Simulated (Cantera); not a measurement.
A freely propagating, adiabatic, planar premixed flame of 37.1 % H2, 13.2 % O2, 49.7 % N2, equivalence ratio 1.4, unburnt at 600 K and 1880 Torr; mixture-averaged transport, grid criteria slope 0.08 and curve 0.16, no radiation.

Detailed kinetics in Cantera: the H2/O2 subset of GRI-Mech 3.0, which has no nitrogen chemistry. The hydrogen kinetics of GRI-Mech 3.0 are dated; newer H2 mechanisms differ, most at raised pressure. Burning velocities carry a grid error of a few per cent, more on coarse grids.

Predict: laminar burning velocity; thermal thickness; peak x(HO2); peak x(H); peak x(H2O2).


- laminar burning velocity = 923 cm/s
- thermal thickness = 0.139 mm
- peak x(HO2) = 0.000569
- peak x(H) = 0.0700
- peak x(H2O2) = 3.11e-5
